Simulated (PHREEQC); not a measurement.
## Acid mine or pickling water

Synthetic water in mg/kgw, 38 °C, pH 2.85, pe 12.6:

| constituent | mg/kgw |
|---|---|
| Na | 206 |
| K | 2.81 |
| Ca | 607 |
| Mg | 88.1 |
| Cl | 272 |
| S(6) as SO4 | 2040 |
| Br | 1.9 |

Valence states are taken as typed.

Computed with PHREEQC (ion-association model, phreeqc.dat).

Each row changes one thing in this solution. No solid was allowed to form.

```json
[
 {"case": "as made", "ionic strength (mol/kgw)": "0.0605", "SO4-2 (mol/kgw)": "0.0131", "Ca+2 (mol/kgw)": "0.0102", "CaSO4 (mol/kgw)": "0.00487", "Mg+2 (mol/kgw)": "0.00200", "MgSO4 (mol/kgw)": "0.00163", "SI of Gypsum (CaSO4:2H2O)": "-0.00", "SI of Halite (NaCl)": "-5.95"},
 {"case": "temperature from 38 to 30 °C at the same typed pH", "ionic strength (mol/kgw)": "0.0616", "SO4-2 (mol/kgw)": "0.0135", "Ca+2 (mol/kgw)": "0.0103", "CaSO4 (mol/kgw)": "0.00483", "Mg+2 (mol/kgw)": "0.00213", "MgSO4 (mol/kgw)": "(withheld)", "SI of Gypsum (CaSO4:2H2O)": "(withheld)", "SI of Halite (NaCl)": "-5.94"},
 {"case": "K from 2.81 to 1.41 mg/kgw", "ionic strength (mol/kgw)": "0.0605", "SO4-2 (mol/kgw)": "0.0131", "Ca+2 (mol/kgw)": "0.0102", "CaSO4 (mol/kgw)": "0.00487", "Mg+2 (mol/kgw)": "0.00200", "MgSO4 (mol/kgw)": "0.00163", "SI of Gypsum (CaSO4:2H2O)": "-0.00", "SI of Halite (NaCl)": "-5.95"}
]
```

Task: Fill in the missing entries.

Result: 
- temperature from 38 to 30 °C at the same typed pH, MgSO4 (mol/kgw): 0.00149
- temperature from 38 to 30 °C at the same typed pH, SI of Gypsum (CaSO4:2H2O): +0.01

Complexes and solids missing from the database can't appear. Constants without temperature data keep their 25 °C values here.
